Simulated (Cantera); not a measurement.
A closed system holds: 1 mol BCl3, 9.8 mol O2, 0.89 mol H2, held at 1625 K and 0.133 bar.

Equilibrium computed with Cantera from the NASA thermochemical tables; the gas is ideal and each condensed phase is pure. Candidate condensed phases: B, B2O3, B3O3H3, H2O; 33 gas species. The tables' values for BOCl are old estimates; treat these amounts as uncertain. Gases not in the tables: H3BO3. Equilibrium is a limit: real reactors are often held back by kinetics, nucleation or transport.

Q: What is the equilibrium state?

A: 
| Quantity | Value |
|---|---|
| x(O2) | 0.759 |
| x(HCl) | 0.131 |
| x(Cl) | 0.0607 |
| x(Cl2) | 0.0304 |
| x(HBO2) | 0.0114 |
| x(H2O) | 0.00388 |
| x(B2O3) | 0.00171 |
| x(BOCl) | 0.000515 |
| x(ClO) | 0.000409 |
| n(B2O3(l)) | 0.407 mol |
| gas amount | 11.84 mol |
| log10 activity of B(s) (absent) | -13.49 |
| log10 activity of B3O3H3(s) (absent) | -31.39 |
